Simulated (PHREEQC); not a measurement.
1.6 g of hydrous ferric oxide (600 m²/g; 0.2 weak and 0.005 strong sites per Fe, Dzombak-Morel constants, diffuse double layer) in 1 kg of water with 0.05 mol/kgw of an inert sodium salt and 0.016 mmol/kgw Na2SO4, at 25 °C; the pH is set by adding NaOH or the inert anion's acid. Oxygen alone is held at its pressure in air (log pO2 = -0.68). No CO2 enters from the air. Precipitation was switched off in this run.

Model: ion-association model, wateq4f.dat, run in PHREEQC.

Predict S sorbed (%), surface charge σ (C/m²), surface potential ψ (mV) at pH = 4.5, 5, 6.5, 8.5.


```csv
pH,S sorbed (%),surface charge σ (C/m²),surface potential ψ (mV)
4.5,99.8,0.237,148
5,99.6,0.180,134
6.5,76.6,0.057,78
8.5,0.2,-0.010,-20
```
